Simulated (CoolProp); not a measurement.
Octamethyltrisiloxane (MDM) along the isotherm 233.95 °C: fugacity coefficient from the reference equation and from simpler models built on Tc = 292.2 °C, pc = 1.438 MPa, ω = 0.528; each cubic takes its own stable root.

Values from CoolProp's reference Helmholtz-energy equation of state, Thol 2017.

```csv
p (MPa),phase,reference
0.00682,gas,0.9976
0.0155,gas,0.9946
0.0353,gas,0.9876
0.0804,gas,0.9718
0.183,gas,0.9359
0.416,gas,0.8538
0.947,liquid,0.4995
2.16,liquid,0.2470
```

How far does each simpler model (van der Waals, Redlich-Kwong, Peng-Robinson) lie from the reference over these 8 states: mean and median of the absolute difference, and the worst?


- van der Waals: mean 13.9 %, median 1.2 %, worst +57.8 % at 233.95 °C and 2.16 MPa
- Redlich-Kwong: mean 6.8 %, median 0.4 %, worst +27.7 % at 233.95 °C and 2.16 MPa
- Peng-Robinson: mean 0.6 %, median 0.4 %, worst -1.3 % at 233.95 °C and 2.16 MPa
